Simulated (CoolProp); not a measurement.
Values from CoolProp's reference Helmholtz-energy equation of state, Span 1996.

Q: Give the vapour pressure (kPa), surface tension (mN/m), liquid viscosity (µPa s) of saturated carbon dioxide at -32.35 °C.

A: 
| T (°C) | p (kPa) | surface tension (mN/m) | liquid viscosity (µPa s) |
|---|---|---|---|
| -32.35 | 1320 | 11.0 | 170 |

Viscosity comes from a separate model (Laesecke 2017). Surface tension comes from a separate correlation (Mulero 2012).
